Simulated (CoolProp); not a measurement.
R1336mzz(E) at several states: fugacity coefficient from the reference equation and from simpler models built on Tc = 130.4 °C, pc = 27.79 bar, ω = 0.413; each cubic takes its own stable root.

Computed with CoolProp (reference Helmholtz-energy equation of state, Akasaka 2023).

```tsv
T (°C)	p (bar)	phase	reference
40.65	16.3	liquid	0.1908
95.25	14.1	liquid	0.7321
-21.05	0.279	liquid	0.9321
38.75	9.22	liquid	0.3085
```

Problem. How far does each simpler model (Redlich-Kwong, Soave-Redlich-Kwong, Peng-Robinson) lie from the reference over these 4 states: mean and median of the absolute difference, and the worst?

Solution. 
- Redlich-Kwong: mean 35.9 %, median 35.7 %, worst +66.1 % at 38.75 °C and 9.22 bar
- Soave-Redlich-Kwong: mean 1.9 %, median 2.3 %, worst +2.7 % at 95.25 °C and 14.1 bar
- Peng-Robinson: mean 0.8 %, median 0.3 %, worst +2.8 % at -21.05 °C and 0.279 bar

At some of these states Redlich-Kwong gives the other phase, because its saturation line lies elsewhere.
